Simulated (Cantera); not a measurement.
Cantera with NASA thermochemical tables; ideal gases at 1 bar, condensed phases pure. Values are per mole of reaction as written; species without (g) are pure solids or liquids, kept so even where they would boil at 1 bar.

O3(g) + 6 LiCl(g) ⇌ 3 Li2O + 6 Cl(g)

| T (K) | ΔH° (kJ) | ΔS° (J/K) | ΔG° (kJ) | log10 K | condensed phases |
|---|---|---|---|---|---|
| 923 | 19.3 | -316.9 | 311.9 | -17.65 | Li2O(s) |
| 1123 | … | … | … | … | Li2O(s) |
| 1323 | 67.9 | -274.6 | 431.2 | -17.02 | Li2O(s) |
| 1523 | 94.1 | -256.1 | 484.2 | -16.61 | Li2O(s) |
| 1723 | 120.7 | -239.7 | 533.8 | -16.18 | Li2O(s) |
| 1923 | 323.2 | -129.7 | 572.6 | -15.55 | Li2O(l) |
| 2123 | 349.0 | -116.9 | 597.2 | -14.69 | Li2O(l) |
| 2323 | … | … | … | … | Li2O(l) |
| 2523 | 397.1 | -96.1 | 639.6 | -13.24 | Li2O(l) |
| 2723 | 419.5 | -87.6 | 658.0 | -12.62 | Li2O(l) |

Question: Complete the blanks.

Answer: 
- 1123, ΔH° (kJ): 43.0
- 1123, ΔS° (J/K): -295.0
- 1123, ΔG° (kJ): 374.3
- 1123, log10 K: -17.41
- 2323, ΔH° (kJ): 373.7
- 2323, ΔS° (J/K): -105.8
- 2323, ΔG° (kJ): 619.5
- 2323, log10 K: -13.93
